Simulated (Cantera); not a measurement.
What does this Cantera script print?

```python
import numpy as np
import cantera as ct

gas = ct.Solution("gri30.yaml")


def delay(T, t_max=10):
    gas.TPX = T, 100000, {'CH4': 1, 'C2H6': 0.13, 'C3H8': 0.062, 'O2': 1.63, 'N2': 6.12}
    reactor = ct.IdealGasConstPressureReactor(gas, clone=False)
    net = ct.ReactorNet([reactor])
    net.rtol, net.atol = 1e-8, 1e-16
    while net.time < t_max:
        t_old, T_old = net.time, reactor.T
        net.step()
        if reactor.T > T + 400:  # ignition: a rise of 400 K
            return t_old + (T + 400 - T_old) / (reactor.T - T_old) * (net.time - t_old)
    return np.nan


taus = []
for T in [1175, 1275, 1375, 1475, 1575, 1675]:
    taus.append(delay(T))
    print(f"T0 = {T:6g} K   tau = {taus[-1]:.4e} s")
```

Output:

```
T0 =   1175 K   tau = 6.5631e-03 s
T0 =   1275 K   tau = 1.8379e-03 s
T0 =   1375 K   tau = 5.9038e-04 s
T0 =   1475 K   tau = 2.2446e-04 s
T0 =   1575 K   tau = 1.0103e-04 s
T0 =   1675 K   tau = 5.2717e-05 s
```

Cantera simulation using GRI-Mech 3.0 (53 species, 325 reactions); the numbers are that mechanism's predictions, not measurements.
